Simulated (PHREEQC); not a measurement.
Solution (25 °C): 30 mmol/kgw H2SO4, 0.56 mmol/kgw CuSO4 and 0.017 mmol/kgw KCl. Closed to the air; pH follows from the charge balance.

All values are PHREEQC results (ion-association model, phreeqc.dat), not measurements.

This is a speciation only: nothing precipitates in the calculation.

Task: What pH, ionic strength, specific conductance does the model give?

Result: pH 1.47; ionic strength 0.0520 mol/kgw; specific conductance 14400 µS/cm.

Task: In which forms is S present?

Result: HSO4- 65 %, SO4-2 35 %, CuSO4 0.6 % of the S.
